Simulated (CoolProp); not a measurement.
Dimethyl carbonate along the isotherm 287.3 K: Z from the reference equation and from simpler models built on Tc = 557.0 K, pc = 4.909 MPa, ω = 0.346; each cubic takes its own stable root.

Values from CoolProp's reference Helmholtz-energy equation of state, Zhou 2011.

```json
[
 {"p (MPa)": "3.78", "phase": "liquid", "reference": "0.1319", "Redlich-Kwong": "0.1541", "Soave-Redlich-Kwong": "___", "Peng-Robinson": "0.1329"},
 {"p (MPa)": "7.55", "phase": "liquid", "reference": "0.2626", "Redlich-Kwong": "___", "Soave-Redlich-Kwong": "___", "Peng-Robinson": "0.2647"},
 {"p (MPa)": "11.3", "phase": "liquid", "reference": "0.3920", "Redlich-Kwong": "0.4561", "Soave-Redlich-Kwong": "0.4438", "Peng-Robinson": "0.3952"}
]
```

Task: Complete the blanks.

Result: 
- 3.78, Soave-Redlich-Kwong: 0.1494
- 7.55, Redlich-Kwong: 0.3062
- 7.55, Soave-Redlich-Kwong: 0.2974
